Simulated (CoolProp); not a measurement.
Aqueous magnesium chloride as a coolant, 18 % by mass, freezing at -23.4 °C, 1 atm.

The numbers come from the Melinder's fits for secondary coolants in CoolProp.

```tsv
T (°C)	density (kg/m³)	cp (kJ/(kg K))	viscosity (mPa s)	conductivity (W/(m K))
-16.6	1166	3.103	7.49	?
-12.3	1165	3.115	6.38	0.499
-8.1	1165	?	5.50	0.506
-3.8	1164	3.138	4.74	0.513
0.4	1163	3.149	4.12	0.520
4.6	1161	3.160	3.60	0.527
8.9	1160	3.172	3.15	0.535
13.1	1158	3.183	2.77	0.542
17.4	1157	3.194	2.43	0.549
21.6	?	3.205	2.15	0.557
25.8	1153	3.217	1.90	0.564
30.1	?	3.228	1.67	?
```

**Question.** Fill in the missing entries.

**Answer.** 
- -16.6, conductivity (W/(m K)): 0.492
- -8.1, cp (kJ/(kg K)): 3.126
- 21.6, density (kg/m³): 1155
- 30.1, density (kg/m³): 1152
- 30.1, conductivity (W/(m K)): 0.571
